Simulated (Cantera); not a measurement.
A closed system holds: 1 mol c-C4F8, 0.11 mol HCl, 0.6 mol H2, equilibrated at 3102 °C and 11.0 Pa.

Equilibrium computed with Cantera from the NASA thermochemical tables; the gas is ideal and each condensed phase is pure. Candidate condensed phases: C, C6H6, C7H8, C8H18; 118 gas species. The feed counts by its element totals alone. Kinetics and transport are ignored.

Base state: F 0.600, C 0.281, H 0.0963, Cl 0.00833, C2 0.00700, CF 0.00353, HF 0.00289, C3 0.00164 (mole fractions); condensed: gas only.

What changes in the equilibrium state with this change: HCl from 0.11 to 0.78 mol?


```
species   before    after
-------  -------  -------
F          0.600    0.544
C          0.281    0.257
H         0.0963    0.133
Cl       0.00833   0.0536
C3       0.00164  0.00126
HF       0.00289  0.00361
```

What changes in the equilibrium state with this change: H2 from 0.6 to 20 mol?


```json
[
 {"species": "H", "before": "0.0963", "after": "0.767"},
 {"species": "F", "before": "0.600", "after": "0.148"},
 {"species": "C", "before": "0.281", "after": "0.0758"},
 {"species": "H2", "before": "5.27e-6", "after": "0.000334"},
 {"species": "C3", "before": "0.00164", "after": "3.23e-5"},
 {"species": "CF", "before": "0.00353", "after": "0.000236"},
 {"species": "C2", "before": "0.00700", "after": "0.000511"}
]
```
